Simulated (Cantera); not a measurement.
Charge: 1 mol Ti(OiPr)4, 1.2 mol H2O, 160 mol H2, 0.067 mol C3H8, held at 977 °C and 45.0 Pa.

Method: chemical equilibrium by Gibbs-energy minimisation in Cantera with the NASA 1993 tables (ideal gas, pure condensed phases). Candidate condensed phases: C, C6H6, C7H8, C8H18, H2O, Ti, TiC, TiO, TiO2, Ti2O3, Ti3O5, Ti4O7; 113 gas species. The feed counts by its element totals alone. TiC: taken at fixed stoichiometry. The numbers say what is thermodynamically allowed, not how fast it happens.

Base state: H2 0.971, CO 0.0288, H 2.25e-5 (mole fractions); condensed: C(graphite) + TiC(s).

What changes in the equilibrium state with this change: pressure from 45.0 Pa to 9800 Pa?


```csv
species,before,after
H2,0.971,0.970
CO,0.0288,0.0288
CH4,4.67e-6,0.00101
H2O,1.89e-7,4.12e-5
H,2.25e-5,1.52e-6
"C(graphite), mol",6.00,5.83
"TiC(s), mol",1.00,1.00
```
